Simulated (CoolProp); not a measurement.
c-C4F8 (RC318) at several states: fugacity coefficient from the reference equation and from simpler models built on Tc = 388.4 K, pc = 2778 kPa, ω = 0.355; each cubic takes its own stable root.

Values from CoolProp's reference Helmholtz-energy equation of state, Platzer 1990. This equation is an older, rougher fit; its heat capacities, sound speeds and derivatives of the liquid may be far off and weren't checked against measurements.

```csv
T (K),p (kPa),phase,reference
416.8,425,gas,0.9609
451.9,435,gas,0.9702
366.9,19.2,gas,0.9972
245.3,150,liquid,0.2442
362.9,487,gas,0.9276
294.6,14600,liquid,0.03713
```

Problem. How far does each simpler model (van der Waals, Soave-Redlich-Kwong, Peng-Robinson) lie from the reference over these 6 states: mean and median of the absolute difference, and the worst?

Solution. 
- van der Waals: mean 95.8 %, median 0.7 %, worst +290.5 % at 245.3 K and 150 kPa
- Soave-Redlich-Kwong: mean 0.7 %, median 0.1 %, worst +3.9 % at 294.6 K and 14600 kPa
- Peng-Robinson: mean 1.7 %, median 0.8 %, worst -6.2 % at 294.6 K and 14600 kPa

At some of these states van der Waals gives the other phase, because its saturation line lies elsewhere.
